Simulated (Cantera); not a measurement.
Input: 1 mol (CH3)2SiCl2, 0.01 mol C2H4, 64 mol H2, held at 10.0 mbar.

Equilibrium computed with Cantera from the NASA thermochemical tables; the gas is ideal and each condensed phase is pure. Candidate condensed phases: C, C6H6, C7H8, C8H18, Si, SiC; 109 gas species. The feed counts by its element totals alone. Gases not in the tables: Si2H6 and higher silanes. Rates play no part.

Task: Which condensed phases are stable at each of these points (T (K)): 1175, 1275, 1375, 1475, 1575, 1675, 1775, 1875, 1975, 2075, 2175, 2275, 2375, 2475?

Result: 
| T (K) | condensed phases | Si condensed (%) |
|---|---|---|
| 1175 | C(graphite) + SiC(s) | 100.0 |
| 1275 | C(graphite) + SiC(s) | 100.0 |
| 1375 | C(graphite) + SiC(s) | 99.9 |
| 1475 | C(graphite) + SiC(s) | 99.9 |
| 1575 | C(graphite) + SiC(s) | 99.8 |
| 1675 | C(graphite) + SiC(s) | 99.7 |
| 1775 | C(graphite) + SiC(s) | 99.5 |
| 1875 | C(graphite) + SiC(s) | 99.2 |
| 1975 | C(graphite) + SiC(s) | 97.9 |
| 2075 | C(graphite) + SiC(s) | 92.7 |
| 2175 | C(graphite) + SiC(s) | 73.0 |
| 2275 | C(graphite) + SiC(s) | 2.2 |
| 2375 | C(graphite) | 0.0 |
| 2475 | C(graphite) | 0.0 |

From 1175 K to 2275 K the condensed part is C(graphite) + SiC(s). From 2375 K to 2475 K the condensed part is C(graphite).
